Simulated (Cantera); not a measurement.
Cantera run:

```python
import numpy as np
import cantera as ct

gas_names = """
    C CH CH2 CH3 CH2OH CH3O CH4 CH3OH CO CO2 COOH C2 C2H CHCO,ketyl C2H2,acetylene C2H2,vinylidene
    CH2CO,ketene C2H3,vinyl CH3CO,acetyl C2H4 C2H4O,ethylen CH3CHO,ethanal CH3COOH (HCOOH)2 C2H5 C2H6
    CH3OCH3 C2H5OH C2O C3 C3H3,propargyl C3H4,allene C3H4,propyne C3H4,cyclo- C3H5,allyl C3H6,propylene
    C3H6,cyclo- C3H6O C3H7,n-propyl C3H7,i-propyl C3H8 C3H8O,1propanol C3H8O,2propanol C3O2 C4 C4H2
    C4H4,1,3-cyclo- C4H6,butadiene C4H6,2-butyne C4H6,cyclo- C4H8,1-butene C4H8,cis2-buten
    C4H8,tr2-butene C4H8,isobutene C4H8,cyclo- (CH3COOH)2 C4H9,n-butyl C4H9,i-butyl C4H9,s-butyl
    C4H9,t-butyl C4H10,isobutane C4H10,n-butane C5 C5H6,1,3cyclo- C5H8,cyclo- C5H10,1-pentene
    C5H10,cyclo- C5H11,pentyl C5H11,t-pentyl C5H12,n-pentane C5H12,i-pentane CH3C(CH3)2CH3 C6H2
    C6H5,phenyl C6H5O,phenoxy C6H6 C6H5OH,phenol C6H10,cyclo- C6H12,1-hexene C6H12,cyclo- C6H13,n-hexyl
    C7H7,benzyl C7H8 C7H8O,cresol C7H14,1-heptene C7H15,n-heptyl C7H16,n-heptane C8H8,styrene
    C8H10,ethylbenz C8H16,1-octene C8H17,n-octyl C8H18,isooctane C8H18,n-octane C9H19,n-nonyl
    C10H8,naphthale C10H21,n-decyl C12H9,o-bipheny C12H10,bipheny H HCO HO2 H2 HCHO,formaldehy HCOOH H2O
    H2O2 O OH O2 O3 Pb PbO Pb2
""".split()
cond_names = """
    C(gr) C6H6(L) C7H8(L) C8H18(L),n-octa H2O(s) H2O(L) Pb(cr) Pb(L) PbO(rd) PbO(yw) PbO(L) PbO2(s)
    Pb3O4(s)
""".split()


def load(file, names, dense=False):
    # The tables refer to 1 bar. Condensed volumes are neglected.
    table = {s.name: s for s in ct.Species.list_from_file(file)}
    out = []
    for n in names:
        d = dict(table[n].input_data)
        d["thermo"] = dict(d["thermo"], **{"reference-pressure": 1e5})
        if dense:
            d["equation-of-state"] = {"model": "constant-volume", "density": "1e6 g/cm^3"}
        out.append(ct.Species.from_dict(d))
    return out


gas = ct.Solution(thermo="ideal-gas", species=load("nasa_gas.yaml", gas_names))
cond = {s.name: ct.Solution(thermo="fixed-stoichiometry", species=[s], name=s.name)
        for s in load("nasa_condensed.yaml", cond_names, dense=True)}
atoms = {
    'PbO': {'Pb': 1, 'O': 1},
    'CO': {'C': 1, 'O': 1},
    'H2': {'H': 2},
}
top_T = {'C(gr)': 4500, 'Pb3O4(s)': 820}  # K; cautious upper limits of use, not melting points


def equilibrate(T, P, feed):
    n = {}
    for name, mol in feed.items():
        for a, k in atoms[name].items():
            n[a] = n.get(a, 0.0) + k * mol
    gas.TPX = T, P, n
    mass = sum(n.values()) * gas.mean_molecular_weight
    gas.equilibrate("TP")
    valid = [c for c in cond.values() if c.min_temp <= T <= top_T.get(c.name, c.max_temp)]
    mix = ct.Mixture([(gas, mass / gas.mean_molecular_weight)] + [(c, 0.0) for c in valid])
    mix.T, mix.P = T, P
    mix.equilibrate("TP", solver="vcs", rtol=1e-11, max_steps=5000)
    return mix


results = []
T = 773  # K
P = 1000  # Pa
for m in [11, 15, 21, 29, 40, 55, 76]:
    feed = {'PbO': 1, 'CO': 0.037, 'H2': m}  # mol
    mix = equilibrate(T, P, feed)
    results.append((T, P, feed, dict(zip(mix.species_names, mix.species_moles))))

top = {s: max(r[3][s] / sum(r[3][g] for g in gas_names) for r in results) for s in gas_names}
cols = sorted((s for s in top if top[s] > 1e-05), key=lambda s: -top[s])[:7]
seen = [c for c in cond_names if any(r[3].get(c, 0) > 1e-12 for r in results)]
print("log10 of partial pressures in bar; condensed amounts in mol")
print(f"{'n(H2)':>10s}" + "".join(f"{s[:9]:>10s}" for s in cols + seen))
for T, P, feed, n in results:
    ng = sum(n[g] for g in gas_names)
    print(f"{feed['H2']:10.4g}" + "".join(f"{np.log10(max(n[s] / ng * P / 1e5, 1e-99)):10.3f}" for s in cols)
          + "".join(f"{n.get(c, 0):10.4g}" for c in seen))
```

It prints:

```
log10 of partial pressures in bar; condensed amounts in mol
     n(H2)        H2       H2O        CO       CO2       CH4     Pb(L)
        11    -2.042    -3.047    -4.676    -4.971    -5.752         1
        15    -2.031    -3.180    -4.781    -5.220    -5.690         1
        21    -2.022    -3.324    -4.913    -5.505    -5.651         1
        29    -2.016    -3.462    -5.055    -5.791    -5.636    0.9999
        40    -2.011    -3.600    -5.211    -6.090    -5.642    0.9999
        55    -2.008    -3.736    -5.380    -6.399    -5.665    0.9999
        76    -2.006    -3.875    -5.567    -6.726    -5.706    0.9998
```

Cantera equilibrium calculation (NASA polynomials, part measured and part estimated; ideal gas, pure solids and liquids).
